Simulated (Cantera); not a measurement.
Cantera run:

```python
import numpy as np
import cantera as ct

gas_names = """
    H HO2 H2 H2O H2O2 H2S H2SO4 O OH O2 O3 S SH SO SO2 SO3 S2 S2O S8
""".split()
cond_names = """
    H2O(s) H2O(L) H2SO4(L) S(cr1) S(cr2) S(L)
""".split()


# ... load() reads the species with a 1 bar reference pressure and builds the phases ...
atoms = {
    'SO2': {'S': 1, 'O': 2},
    'H2': {'H': 2},
}
top_T = {}  # K; cautious upper limits of use, not melting points


# ... equilibrate(T, P, feed) seeds the gas with the atoms and calls Mixture.equilibrate('TP', solver="vcs", rtol=1e-11, max_steps=5000) ...
results = []
T = 2100  # K
P = 3400  # Pa
for m in [0.31, 0.41, 0.55, 0.73, 0.97, 1.3, 1.7, 2.3, 3, 4.1, 5.4, 7.2, 9.6]:
    feed = {'SO2': 1, 'H2': m}  # mol
    mix = equilibrate(T, P, feed)
    results.append((T, P, feed, dict(zip(mix.species_names, mix.species_moles))))

top = {s: max(r[3][s] / sum(r[3][g] for g in gas_names) for r in results) for s in gas_names}
cols = sorted((s for s in top if top[s] > 0.001), key=lambda s: -top[s])[:8]
seen = [c for c in cond_names if any(r[3].get(c, 0) > 1e-12 for r in results)]
print("log10 of partial pressures in bar; condensed amounts in mol")
print(f"{'n(H2)':>10s}" + "".join(f"{s[:9]:>10s}" for s in cols + seen))
for T, P, feed, n in results:
    ng = sum(n[g] for g in gas_names)
    print(f"{feed['H2']:10.4g}" + "".join(f"{np.log10(max(n[s] / ng * P / 1e5, 1e-99)):10.3f}" for s in cols)
          + "".join(f"{n.get(c, 0):10.4g}" for c in seen))
```

Output:

```
log10 of partial pressures in bar; condensed amounts in mol
     n(H2)        H2       SO2       H2O        SO        S2        SH         H       H2S
      0.31    -2.789    -1.666    -2.193    -2.489    -3.180    -4.039    -3.901    -4.721
      0.41    -2.648    -1.717    -2.113    -2.478    -3.036    -3.896    -3.831    -4.508
      0.55    -2.508    -1.783    -2.038    -2.480    -2.908    -3.762    -3.760    -4.304
      0.73    -2.381    -1.864    -1.976    -2.495    -2.807    -3.648    -3.697    -4.126
      0.97    -2.260    -1.966    -1.927    -2.526    -2.727    -3.547    -3.636    -3.965
       1.3    -2.143    -2.097    -1.890    -2.576    -2.667    -3.459    -3.578    -3.818
       1.7    -2.043    -2.247    -1.873    -2.643    -2.634    -3.393    -3.528    -3.701
       2.3    -1.938    -2.455    -1.874    -2.745    -2.624    -3.335    -3.475    -3.591
         3    -1.853    -2.678    -1.897    -2.861    -2.643    -3.302    -3.433    -3.515
       4.1    -1.764    -2.988    -1.949    -3.029    -2.698    -3.285    -3.389    -3.455
       5.4    -1.699    -3.294    -2.018    -3.202    -2.775    -3.291    -3.356    -3.428
       7.2    -1.645    -3.634    -2.107    -3.398    -2.880    -3.316    -3.329    -3.426
       9.6    -1.603    -3.982    -2.208    -3.603    -3.003    -3.357    -3.308    -3.445
```

Cantera equilibrium calculation (NASA polynomials, part measured and part estimated; ideal gas, pure solids and liquids).
